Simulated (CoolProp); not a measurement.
Saturation properties of acetone.

Values from CoolProp's reference Helmholtz-energy equation of state, Lemmon 2006. It is a short technical equation, of lower accuracy than the large ones.

```json
[
 {"T (°C)": "86.35", "p (MPa)": "?", "liquid density (kg/m³)": "711.7", "surface tension (mN/m)": "15.2"},
 {"T (°C)": "99.15", "p (MPa)": "0.3642", "liquid density (kg/m³)": "695.0", "surface tension (mN/m)": "13.7"},
 {"T (°C)": "111.95", "p (MPa)": "0.5008", "liquid density (kg/m³)": "677.5", "surface tension (mN/m)": "12.2"},
 {"T (°C)": "124.75", "p (MPa)": "0.6734", "liquid density (kg/m³)": "659.0", "surface tension (mN/m)": "10.8"},
 {"T (°C)": "137.55", "p (MPa)": "0.8878", "liquid density (kg/m³)": "639.5", "surface tension (mN/m)": "?"},
 {"T (°C)": "150.35", "p (MPa)": "1.150", "liquid density (kg/m³)": "618.6", "surface tension (mN/m)": "7.91"},
 {"T (°C)": "163.05", "p (MPa)": "1.465", "liquid density (kg/m³)": "596.2", "surface tension (mN/m)": "6.55"},
 {"T (°C)": "175.85", "p (MPa)": "1.843", "liquid density (kg/m³)": "571.5", "surface tension (mN/m)": "?"}
]
```

Problem. Some entries are withheld; supply them.

Solution. 
- 86.35, p (MPa): 0.2583
- 137.55, surface tension (mN/m): 9.32
- 175.85, surface tension (mN/m): 5.22

It boils at 56.1 °C under 1 atm.

Surface tension comes from a separate correlation (Mulero 2012).
